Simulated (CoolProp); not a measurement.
Vapour-liquid equilibrium of CHF3 (R23) (1) + R22 (2) at 0.648 MPa; x and y are mole fractions of (1).

Model: multi-fluid Helmholtz-energy mixture model, Penoncello 2003 and Kamei 1995; pair parameters Bell 2016, in CoolProp.

Task: Give the bubble temperature and the first vapour's composition at x = 0.05, 0.65, 0.875. Is there an azeotrope?

Result: x = 0.05: 275.5 K, y = 0.192; x = 0.65: 239.7 K, y = 0.897; x = 0.875: 233.8 K, y = 0.966. No azeotrope shows between x = 0.05 and 0.95.

Pair parameters are fitted to limited data, so mixtures are less certain than the pure fluids.
